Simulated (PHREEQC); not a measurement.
Consider water at 5 °C with 0.23 mol/kgw Na2SO4, 0.21 mol/kgw MgSO4 and 1.1 mol/kgw MgCl2. Closed to the air; pH follows from the charge balance.

Equilibrium calculation in PHREEQC: Pitzer model, pitzer.dat.

```csv
quantity,before,after
MgOH+ (mol/kgw),4.89e-7,1.13e-5
HSO4- (mol/kgw),2.21e-7,8.91e-6
SI of Epsomite (MgSO4:7H2O),-0.52,-1.44
SI of Hexahydrite (MgSO4:6H2O),-0.98,-1.29
```

Which change was made?
A. MgSO4 from 0.21 to 0.42 mol/kgw
B. MgSO4 from 0.21 to 0.315 mol/kgw
C. temperature from 5 to 75 °C
D. Na2SO4 left out

C, temperature from 5 to 75 °C

Precipitation was switched off in this run. Away from 25 °C the constants follow the database's enthalpies or fits; those with neither stay at their 25 °C values.
